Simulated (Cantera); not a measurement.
Cantera run, input and output.

```python
import numpy as np
import cantera as ct

gas = ct.Solution("gri30.yaml")
gas.TPX = 1500, 1000000, {'CO': 0.0027, 'O2': 0.024, 'H2O': 0.023, 'N2': 1}
reactor = ct.IdealGasConstPressureReactor(gas, energy="off", clone=False)
net = ct.ReactorNet([reactor])
net.rtol, net.atol = 1e-08, 1e-18
show = ['CO', 'O2', 'H2O', 'H', 'H2O2']
times = np.geomspace(0.0002, 7, 11)

steps = ct.SolutionArray(gas, extra=["t"])
rows = []
print(f"{'t/s':>10s}{'T/K':>9s}{'P/Pa':>11s}" + "".join(f"{s:>11s}" for s in show))
for t in times:
    while net.time < t:
        t_next = net.step()
        steps.append(gas.state, t=t_next)
    rows.append([np.interp(t, steps.t, y) for y in (steps.T, steps.P, *steps(*show).X.T)])
    print(f"{t:10.3e}{rows[-1][0]:9.1f}{rows[-1][1]:11.4g}" + "".join(f"{x:11.3e}" for x in rows[-1][2:]))
rate = np.gradient(steps.T, steps.t)
print("integrator steps:", len(steps.t))
if steps.T.max() > steps.T[0] + 200:
    print(f"time of steepest temperature rise: {steps.t[rate.argmax()]:.4e} s")
gas.TPX = 1500, 1000000, {'CO': 0.0027, 'O2': 0.024, 'H2O': 0.023, 'N2': 1}
gas.equilibrate("TP")
print(f"equilibrium (TP): T = {gas.T:.1f} K  " + "  ".join(f"{s} {gas[s].X[0]:.3e}" for s in show))
```

Result:

```
       t/s      T/K       P/Pa         CO         O2        H2O          H       H2O2
 2.000e-04   1500.0      1e+06  2.067e-03  2.258e-02  2.182e-02  6.431e-06  1.721e-07
 5.694e-04   1500.0      1e+06  6.160e-04  2.188e-02  2.187e-02  1.685e-06  9.247e-08
 1.621e-03   1500.0      1e+06  9.350e-05  2.164e-02  2.191e-02  1.500e-07  2.569e-08
 4.616e-03   1500.0      1e+06  7.888e-06  2.160e-02  2.193e-02  9.960e-09  5.798e-09
 1.314e-02   1500.0      1e+06  2.396e-07  2.160e-02  2.193e-02  1.939e-09  2.320e-09
 3.742e-02   1500.0      1e+06  2.735e-08  2.160e-02  2.193e-02  1.681e-09  2.119e-09
 1.065e-01   1500.0      1e+06  2.729e-08  2.160e-02  2.193e-02  1.680e-09  2.119e-09
 3.033e-01   1500.0      1e+06  2.729e-08  2.160e-02  2.193e-02  1.680e-09  2.119e-09
 8.635e-01   1500.0      1e+06  2.729e-08  2.160e-02  2.193e-02  1.680e-09  2.119e-09
 2.459e+00   1500.0      1e+06  2.729e-08  2.160e-02  2.193e-02  1.680e-09  2.119e-09
 7.000e+00   1500.0      1e+06  2.729e-08  2.160e-02  2.193e-02  1.680e-09  2.119e-09
integrator steps: 941
equilibrium (TP): T = 1500.0 K  CO 2.743e-08  O2 2.138e-02  H2O 2.193e-02  H 1.684e-09  H2O2 2.108e-09
```

Model: GRI-Mech 3.0 (53 species, 325 reactions), integrated in Cantera.
